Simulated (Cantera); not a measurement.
A diamond (100) surface in a fixed gas of H2 with x(CH4) = 0.0029, x(H) = 0.0052, x(CH3) = 4.2e-05, 188 Torr; coverages are run to steady state.

Model: the Harris–Goodwin 1993 mechanism for the reconstructed diamond (100) surface, integrated in Cantera.

θ: site fractions in the mechanism's names (c6HH fully hydrogenated, c6H* and c6*H radical sites, c6** diradical, c6HM methylated).

```csv
T (K),growth (µm/h),θ c6HH,θ c6H*,θ c6*H,θ c6**,θ c6HM
900,[?],0.686,0.0106,0.290,0.00436,0.00677
950,[?],0.639,0.0143,0.333,0.00665,0.00540
1000,[?],0.594,0.0185,0.372,0.00965,0.00434
1050,[?],0.551,0.0231,0.408,0.0134,0.00349
1100,7.70,0.511,0.0280,0.439,0.0180,0.00274
1150,8.17,0.474,0.0332,0.466,0.0233,0.00204
1200,7.66,0.441,0.0385,0.489,0.0293,0.00136
1250,[?],0.412,0.0438,0.507,0.0358,0.000774
1300,[?],0.385,0.0491,0.522,0.0428,0.000383
1350,[?],0.362,0.0543,0.533,0.0500,0.000173
1400,[?],0.342,0.0594,0.541,0.0573,7.53e-5
```

Question: What belongs in the gaps?

Answer: 
- 900, growth (µm/h): 3.27
- 950, growth (µm/h): 4.33
- 1000, growth (µm/h): 5.49
- 1050, growth (µm/h): 6.68
- 1250, growth (µm/h): 6.26
- 1300, growth (µm/h): 4.73
- 1350, growth (µm/h): 3.71
- 1400, growth (µm/h): 3.22
